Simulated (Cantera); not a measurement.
Input: 1 mol TiCl4, 5.6 mol O2, held at 352 °C and 13.3 mbar.

Equilibrium computed with Cantera from the NASA thermochemical tables; the gas is ideal and each condensed phase is pure. Candidate condensed phases: Ti, TiCl2, TiCl3, TiCl4, TiO, TiO2, Ti2O3, Ti3O5, Ti4O7; 15 gas species. Condensed phases not in the tables: TiOCl. Kinetics and transport are ignored.

Base state: O2 0.697, Cl2 0.303 (mole fractions); condensed: TiO2(rutile).

Task: What changes in the equilibrium state with this change: temperature from 352 °C to 952 °C?

Result: 
```
species             before     after
-----------------  -------  --------
O2                   0.697     0.687
Cl2                  0.303     0.285
Cl                 2.50e-7    0.0282
ClO                7.28e-9  0.000101
TiO2(rutile), mol     1.00     1.000
```
